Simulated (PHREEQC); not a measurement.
A PHREEQC speciation (ion-association model, phreeqc.dat) at 25 °C gives pH 2.75 and these molalities:

```csv
species,mol/kgw
Cl-,0.655
Cu+2,0.275
CuCl+,0.103
CuCl2,0.0108
H+,0.00239
HF,0.00142
F-,0.00112
CuF+,0.000884
H3BO3,0.000822
BF4-,0.000277
BF3OH-,5.70e-5
BF2(OH)2-,4.36e-5
CuCl3-,3.15e-5
HF2-,5.67e-6
CuOH+,5.25e-7
BF(OH)3-,3.42e-7
CuCl4-2,2.22e-7
```

Problem. What are the element totals, and what could have been dissolved in 1 kg of water to give them?

Solution. Several could match; the one computed here: totals B 0.00120, Cl 0.780, Cu(2) 0.390, F 0.00480 mol/kgw, from 0.39 mol CuCl2 and 0.0012 mol HBF4 per kg of water.

Precipitation was switched off in this run. Caution: at this ionic strength the ion-association model is outside its range; a Pitzer model would be the better tool where its parameters exist. Real BF4- forms and hydrolyses slowly; the run takes it at equilibrium.
